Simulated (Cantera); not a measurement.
A diamond (100) surface in a fixed gas of H2 with x(CH4) = 0.0064, x(H) = 0.00049, x(CH3) = 0.0004, 24.0 Torr; coverages are run to steady state.

Model: the Harris–Goodwin 1993 mechanism for the reconstructed diamond (100) surface, integrated in Cantera.

θ: site fractions in the mechanism's names (c6HH fully hydrogenated, c6H* and c6*H radical sites, c6** diradical, c6HM methylated).

| T (K) | growth (µm/h) | θ c6HH | θ c6H* | θ c6*H | θ c6** | θ c6HM |
|---|---|---|---|---|---|---|
| 900 | 2.03 | 0.395 | 0.00584 | 0.164 | 0.00194 | 0.349 |
| 975 | (withheld) | (withheld) | (withheld) | (withheld) | (withheld) | (withheld) |
| 1050 | 2.21 | 0.493 | 0.0193 | 0.345 | 0.00804 | 0.0920 |
| 1125 | 1.07 | 0.504 | 0.0281 | 0.421 | 0.0123 | 0.0199 |
| 1200 | 0.702 | 0.485 | 0.0354 | 0.453 | 0.0155 | 0.00368 |
| 1275 | (withheld) | 0.471 | (withheld) | 0.464 | 0.0178 | (withheld) |
| 1350 | 0.363 | 0.469 | 0.0469 | 0.463 | 0.0193 | 0.000143 |

Q: Fill in the missing entries.

A: 
- 975, growth (µm/h): 2.84
- 975, θ c6HH: 0.434
- 975, θ c6H*: 0.0109
- 975, θ c6*H: 0.240
- 975, θ c6**: 0.00415
- 975, θ c6HM: 0.233
- 1275, growth (µm/h): 0.610
- 1275, θ c6H*: 0.0416
- 1275, θ c6HM: 0.000704
